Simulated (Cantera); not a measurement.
A Cantera script and its output.

```python
import numpy as np
import cantera as ct

gas = ct.Solution("gri30.yaml", transport_model="mixture-averaged")
show = ['CH4', 'H2O', 'CH3']

rows = []
print(f"{'T/K':>7s}{'rho':>11s}{'cp':>10s}{'mu':>11s}{'lambda':>11s}{'Pr':>7s}" + "".join(f"{'D_' + s:>11s}" for s in show))
for T in [400, 600, 800, 1000, 1200, 1400, 1600]:
    gas.TPX = T, 4700, {'C3H8': 0.5, 'H2': 0.65, 'CH4': 0.13}
    Pr = gas.cp_mass * gas.viscosity / gas.thermal_conductivity
    D = [gas.mix_diff_coeffs_mole[gas.species_index(s)] for s in show]
    rows.append([gas.density, gas.cp_mass, gas.viscosity, gas.thermal_conductivity, Pr, *D])
    print(f"{T:7g}{gas.density:11.4e}{gas.cp_mass:10.1f}{gas.viscosity:11.4e}"
          f"{gas.thermal_conductivity:11.4e}{Pr:7.3f}" + "".join(f"{d:11.4e}" for d in D))
print("SI units: kg/m3, J/kg/K, Pa s, W/m/K, m2/s")
```

It prints:

```
    T/K        rho        cp         mu     lambda     Pr      D_CH4      D_H2O      D_CH3
    400 2.8092e-02    2804.1 1.2261e-05 9.6244e-02  0.357 8.6216e-04 8.5273e-04 8.6264e-04
    600 1.8728e-02    3544.7 1.7130e-05 1.4525e-01  0.418 1.7722e-03 1.8556e-03 1.7717e-03
    800 1.4046e-02    4126.7 2.1319e-05 1.9332e-01  0.455 2.9149e-03 3.1558e-03 2.9129e-03
   1000 1.1237e-02    4578.0 2.5054e-05 2.4037e-01  0.477 4.2640e-03 4.7132e-03 4.2600e-03
   1200 9.3641e-03    4905.4 2.8463e-05 2.8635e-01  0.488 5.8020e-03 6.5010e-03 5.7957e-03
   1400 8.0264e-03    5181.3 3.1626e-05 3.3118e-01  0.495 7.5165e-03 8.5006e-03 7.5075e-03
   1600 7.0231e-03    5411.7 3.4599e-05 3.7480e-01  0.500 9.3976e-03 1.0698e-02 9.3858e-03
SI units: kg/m3, J/kg/K, Pa s, W/m/K, m2/s
```

Model: GRI-Mech 3.0 (53 species, 325 reactions), integrated in Cantera. The composition is frozen, though it would react at the higher temperatures.
